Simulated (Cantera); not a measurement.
Feed: 1 mol CH3Cl, 0.041 mol Si, 2.5 mol H2, held at 3173.15 K and 25.0 Pa.

Equilibrium computed with Cantera from the NASA thermochemical tables; the gas is ideal and each condensed phase is pure. Candidate condensed phases: C, C6H6, C7H8, C8H18, Si, SiC; 109 gas species. Kinetics and transport are ignored.

Base state: H 0.804, Cl 0.101, C 0.0789, C2 0.00504, Si 0.00411, C3 0.00394, H2 0.00237, HCl 0.000441 (mole fractions); condensed: gas only.

Task: What changes in the equilibrium state with this change: pressure from 25.0 Pa to 2.40 Pa?

Result: 
| species | before | after |
|---|---|---|
| H | 0.804 | 0.797 |
| Cl | 0.101 | 0.0997 |
| C | 0.0789 | 0.0980 |
| C2 | 0.00504 | 0.000746 |
| Si | 0.00411 | 0.00409 |
| C2H | 0.000118 | 1.66e-6 |
| SiC2 | 3.20e-5 | 4.52e-7 |
| C3 | 0.00394 | 6.95e-5 |
| HCl | 0.000441 | 4.15e-5 |
